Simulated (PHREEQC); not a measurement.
Synthetic water in mg/L, 20 °C, pH 3.09, pe 9:

```
constituent    mg/L
-----------  ------
Na              164
K              63.7
Ca             53.9
Mg             31.9
Cl             22.4
S(6) as SO4     869
Mn(2)          1.36
N(5) as NO3    1.75
Fe(3)          69.1
Cu(2)          1.12
F            0.0273
```

Valence states are taken as typed.

Model: ion-association model, wateq4f.dat, run in PHREEQC.

Each row changes one thing in this solution. Precipitation was switched off in this run.

| case | ionic strength (mol/kgw) | SO4-2 (mol/kgw) | Ca+2 (mol/kgw) | Mg+2 (mol/kgw) | FeSO4+ (mol/kgw) | MgSO4 (mol/kgw) | SI of Gypsum (CaSO4:2H2O) | SI of Goethite (FeOOH) |
|---|---|---|---|---|---|---|---|---|
| as made | 0.0239 | 0.00678 | 0.000954 | 0.000907 | 0.000845 | 0.000407 | -1.10 | +5.38 |
| Fe(3) from 69.1 to 207 mg/L | 0.0244 | 0.00537 | 0.00102 | 0.000972 | 0.00232 | 0.000342 | -1.18 | +5.92 |
| all concentrations times 3 at the same typed pH | 0.0650 | 0.0186 | 0.00243 | 0.00227 | 0.00263 | 0.00168 | -0.48 | … |
| temperature from 20 to 65 °C at the same typed pH | 0.0228 | 0.00639 | 0.000882 | 0.000623 | 0.000349 | 0.000691 | … | +6.08 |

### Question
What belongs in the gaps?

### Answer

- all concentrations times 3 at the same typed pH, SI of Goethite (FeOOH): +5.52
- temperature from 20 to 65 °C at the same typed pH, SI of Gypsum (CaSO4:2H2O): -1.11

Some of these states are supersaturated (in Jarosite-K, Jarosite-Na, for instance). Constants without temperature data keep their 25 °C values here. Fluoro complexes past AlF4- and FeF3 are missing from the database.
